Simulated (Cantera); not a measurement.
## Thermodynamics of chlorosilane synthesis and conversion, feed SiCl4 + HCl + H2

Charge: 1 mol SiCl4, 0.55 mol HCl, 0.92 mol H2, equilibrated at 0.133 bar.

Equilibrium computed with Cantera from the NASA thermochemical tables; the gas is ideal and each condensed phase is pure. Candidate condensed phases: Si; 19 gas species. The tables' values for SiCl3 are old estimates; treat these amounts as uncertain. The numbers say what is thermodynamically allowed, not how fast it happens.

```csv
T (°C),log p SiCl4,log p H2,log p HCl,log p SiCl3,log p SiHCl3
377,-1.27,-1.30,-1.53,-9.26,-5.13
427,-1.27,-1.30,-1.53,-8.24,-4.73
477,-1.27,-1.30,-1.53,-7.36,-4.39
527,-1.27,-1.30,-1.53,-6.60,-4.09
577,-1.27,-1.31,-1.53,-5.92,-3.83
627,-1.27,-1.31,-1.52,-5.33,-3.60
677,-1.27,-1.31,-1.52,-4.80,-3.40
727,-1.27,-1.31,-1.52,-4.32,-3.22
777,-1.28,-1.31,-1.51,-3.90,-3.06
827,-1.28,-1.32,-1.51,-3.52,-2.92
877,-1.29,-1.32,-1.49,-3.18,-2.81
927,-1.30,-1.33,-1.48,-2.89,-2.72
977,-1.32,-1.35,-1.45,-2.64,-2.67
```
log p: log10 of the partial pressure in bar; nothing condenses.

From 377 °C to 977 °C nothing is condensed. The main Si-bearing gas is SiCl4 throughout.
